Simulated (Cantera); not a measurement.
Mixture: CH4 : O2 : N2 : H2O = 1 : 4.26 : 16 : 0.036 (molar parts), at 7.50 bar, adiabatic and at constant volume. Ignition delay is the time to a rise of 400 K.

Cantera simulation using GRI-Mech 3.0 (53 species, 325 reactions); the numbers are that mechanism's predictions, not measurements.

### Question
Predict: delay at 1175 K; delay at 1375 K; delay at 1575 K; delay at 1775 K; apparent activation energy between 1675 and 1875 K.

### Answer
- delay at 1175 K = 6.19 ms
- delay at 1375 K = 0.592 ms
- delay at 1575 K = 90.3 µs
- delay at 1775 K = 20.7 µs
- apparent activation energy between 1675 and 1875 K = 170 kJ/mol
